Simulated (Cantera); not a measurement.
A closed system holds: 1 mol Si, 0.7 mol Cl2, 4.6 mol H2, held at 977 °C and 1.00 bar.

Equilibrium computed with Cantera from the NASA thermochemical tables; the gas is ideal and each condensed phase is pure. Candidate condensed phases: Si; 19 gas species. The tables' values for SiCl3 are old estimates; treat these amounts as uncertain. Rates play no part.

Base state: H2 0.884, HCl 0.0467, SiCl4 0.0333, SiHCl3 0.0224, SiCl2 0.00621, SiCl3 0.00538, SiH2Cl2 0.00206, SiH3Cl 5.23e-5 (mole fractions); condensed: Si(s).

Question: What changes in the equilibrium state with this change: temperature from 977 °C to 1352 °C?

Answer: 
```json
[
 {"species": "H2", "before": "0.884", "after": "0.818"},
 {"species": "HCl", "before": "0.0467", "after": "0.113"},
 {"species": "SiCl2", "before": "0.00621", "after": "0.0543"},
 {"species": "SiCl4", "before": "0.0333", "after": "0.00276"},
 {"species": "SiHCl3", "before": "0.0224", "after": "0.00313"},
 {"species": "H", "before": "4.54e-7", "after": "6.38e-5"},
 {"species": "SiH2Cl2", "before": "0.00206", "after": "0.000598"},
 {"species": "SiH3Cl", "before": "5.23e-5", "after": "3.43e-5"},
 {"species": "SiCl3", "before": "0.00538", "after": "0.00803"},
 {"species": "Si(s), mol", "before": "0.653", "after": "0.639"}
]
```
